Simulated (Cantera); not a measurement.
A closed system holds: 1 mol Cr, 1.7 mol N₂, equilibrated at 0.350 bar.

Cantera equilibrium calculation (NASA polynomials, part measured and part estimated; ideal gas, pure solids and liquids). Candidate condensed phases: Cr, CrN, Cr₂N; 4 gas species. The numbers say what is thermodynamically allowed, not how fast it happens.

x: gas mole fraction; n: condensed amount in mol.

| T (K) | x N₂ | x Cr | x CrN | n Cr₂N(s) | n Cr(s) |
|---|---|---|---|---|---|
| 1525 | 1.000 | 1.77e-6 | 1.50e-12 | 0.500 | 0 |
| 1575 | 1.000 | 5.33e-6 | 5.89e-12 | 0.500 | 0 |
| 1625 | 1.000 | 1.50e-5 | 2.12e-11 | 0.500 | 0 |
| 1675 | 1.000 | ? | ? | 0.500 | 0 |
| 1725 | 1.000 | 8.80e-5 | 1.96e-10 | 0 | 1.000 |
| 1775 | 1.000 | ? | ? | 0 | 1.000 |
| 1825 | 1.000 | 0.000375 | 1.24e-9 | 0 | 0.999 |

Q: Complete the blanks.

A: 
- 1675, x Cr: 3.96e-5
- 1675, x CrN: 7.07e-11
- 1775, x Cr: 0.000186
- 1775, x CrN: 5.07e-10
